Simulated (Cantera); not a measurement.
## Thermodynamics of silicon oxide and oxynitride deposition, feed TEOS + N2O + H2 + O3

Input: 1 mol TEOS, 0.99 mol N2O, 0.62 mol H2, 2.7 mol O3, held at 13.3 mbar.

These are equilibrium values from Cantera (NASA tables, ideal gas, pure condensed phases), not measurements of a reactor. Candidate condensed phases: C, C6H6, C7H8, C8H18, H2O, Si, SiC, SiO2, Si2N2O, Si3N4; 151 gas species. The feed counts by its element totals alone. The tables hold silica as quartz up to 1696 K and as liquid above; real silica turns to tridymite and cristobalite and melts near 1996 K. Rates play no part.

```json
[
 {"T (K)": "575", "x H2": "0.194", "x H2O": "0.419", "x CO": "0.00246", "x CO2": "0.211", "x CH4": "0.0975", "x N2": "0.0754", "n C(graphite)": "3.91", "n SiO2(α-quartz)": "1.00", "n SiO2(β-quartz)": "0", "n SiO2(condensed)": "0"},
 {"T (K)": "725", "x H2": "0.476", "x H2O": "0.129", "x CO": "0.106", "x CO2": "0.215", "x CH4": "0.0155", "x N2": "0.0593", "n C(graphite)": "2.39", "n SiO2(α-quartz)": "1.00", "n SiO2(β-quartz)": "0", "n SiO2(condensed)": "0"},
 {"T (K)": "875", "x H2": "0.483", "x H2O": "0.0587", "x CO": "0.309", "x CO2": "0.0991", "x CH4": "0.000187", "x N2": "0.0505", "n C(graphite)": "0", "n SiO2(α-quartz)": "0", "n SiO2(β-quartz)": "1.00", "n SiO2(condensed)": "0"},
 {"T (K)": "1025", "x H2": "0.460", "x H2O": "0.0814", "x CO": "0.332", "x CO2": "0.0761", "x CH4": "1.38e-6", "x N2": "0.0505", "n C(graphite)": "0", "n SiO2(α-quartz)": "0", "n SiO2(β-quartz)": "1.00", "n SiO2(condensed)": "0"},
 {"T (K)": "1175", "x H2": "0.444", "x H2O": "0.0977", "x CO": "0.348", "x CO2": "0.0599", "x CH4": "3.68e-8", "x N2": "0.0505", "n C(graphite)": "0", "n SiO2(α-quartz)": "0", "n SiO2(β-quartz)": "1.00", "n SiO2(condensed)": "0"},
 {"T (K)": "1325", "x H2": "0.433", "x H2O": "0.109", "x CO": "0.359", "x CO2": "0.0486", "x CH4": "2.29e-9", "x N2": "0.0505", "n C(graphite)": "0", "n SiO2(α-quartz)": "0", "n SiO2(β-quartz)": "1.00", "n SiO2(condensed)": "0"},
 {"T (K)": "1475", "x H2": "0.425", "x H2O": "0.117", "x CO": "0.367", "x CO2": "0.0407", "x CH4": "2.57e-10", "x N2": "0.0505", "n C(graphite)": "0", "n SiO2(α-quartz)": "0", "n SiO2(β-quartz)": "1.000", "n SiO2(condensed)": "0"},
 {"T (K)": "1625", "x H2": "0.419", "x H2O": "0.122", "x CO": "0.373", "x CO2": "0.0351", "x CH4": "4.37e-11", "x N2": "0.0505", "n C(graphite)": "0", "n SiO2(α-quartz)": "0", "n SiO2(β-quartz)": "1.000", "n SiO2(condensed)": "0"},
 {"T (K)": "1775", "x H2": "0.413", "x H2O": "0.127", "x CO": "0.376", "x CO2": "0.0310", "x CH4": "1.01e-11", "x N2": "0.0504", "n C(graphite)": "0", "n SiO2(α-quartz)": "0", "n SiO2(β-quartz)": "0", "n SiO2(condensed)": "0.994"}
]
```
x: gas mole fraction; n: condensed amount in mol.

From 575 K to 725 K the condensed part is C(graphite) + SiO2(α-quartz). From 875 K to 1625 K the condensed part is SiO2(β-quartz). At 1775 K the condensed part is SiO2(condensed).
